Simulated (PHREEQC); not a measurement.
Consider water at 20 °C with 0.005 mol HNO3, 0.044 mol ZnSO4 and 0.0014 mol KCl per kg of water. Closed to the air; pH follows from the charge balance.

Computed with PHREEQC (ion-association model, phreeqc.dat).

Precipitation was switched off in this run.

Problem. Order these S species by the share of S that they hold, largest first: KSO4-, Zn(SO4)2-2, ZnSO4, SO4-2, HSO4-.

Solution. SO4-2 (46 %), ZnSO4 (36 %), Zn(SO4)2-2 (13 %), HSO4- (4.7 %), KSO4- (0.14 %)

Problem. Order these Zn species by the share of Zn that they hold, largest first: Zn+2, ZnSO4, Zn(SO4)2-2.

Solution. Zn+2 (58 %), ZnSO4 (36 %), Zn(SO4)2-2 (6.4 %)

The pH is 2.62 and the ionic strength 0.103 mol/kgw.
